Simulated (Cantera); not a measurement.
A closed system holds: 1 mol CsOH, 0.11 mol H2, equilibrated at 1698 K and 220000 Pa.

Cantera equilibrium calculation (NASA polynomials, part measured and part estimated; ideal gas, pure solids and liquids). Candidate condensed phases: Cs, CsOH, H2O; 15 gas species. The numbers say what is thermodynamically allowed, not how fast it happens.

Base state: CsOH 0.757, H2O 0.0982, Cs 0.0980, H2 0.0453, Cs2(OH)2 0.00141, Cs2 0.000111, H 2.07e-5 (mole fractions); condensed: gas only.

Question: What changes in the equilibrium state with this change: H2 from 0.11 to 2.4 mol?

Answer: 
```csv
species,before,after
H2,0.0453,0.626
CsOH,0.757,0.186
H2O,0.0982,0.0939
Cs,0.0980,0.0937
Cs2(OH)2,0.00141,8.52e-5
H,2.07e-5,7.71e-5
Cs2,0.000111,0.000101
```
